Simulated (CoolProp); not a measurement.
Saturation properties of 1-butene (Tc = 146.1 °C, pc = 4.006 MPa, ω = 0.192).

The numbers come from the reference Helmholtz-energy equation of state, Lemmon 2005 in CoolProp. It is a short technical equation, of lower accuracy than the large ones.

| T (°C) | p (MPa) | liquid cp (kJ/(kg K)) | vapour Z | surface tension (mN/m) |
|---|---|---|---|---|
| 28.95 | 0.3345 | 2.330 | 0.9060 | 11.5 |
| 37.65 | 0.4288 | 2.379 | 0.8889 | 10.4 |
| 46.35 | 0.5418 | 2.433 | 0.8699 | 9.41 |
| 55.15 | 0.6772 | 2.494 | 0.8486 | 8.39 |
| 63.85 | 0.8342 | 2.561 | 0.8254 | 7.40 |
| 72.55 | 1.017 | 2.637 | 0.7998 | 6.43 |
| 81.25 | 1.227 | 2.726 | 0.7716 | 5.50 |
| 90.05 | 1.470 | 2.834 | 0.7400 | 4.58 |
| 98.75 | 1.744 | 2.968 | 0.7053 | 3.71 |
| 107.45 | 2.055 | 3.147 | 0.6662 | 2.88 |
| 116.15 | 2.405 | 3.406 | 0.6216 | 2.10 |

It boils at -6.3 °C under 1 atm.

Surface tension comes from a separate correlation (Mulero 2012).
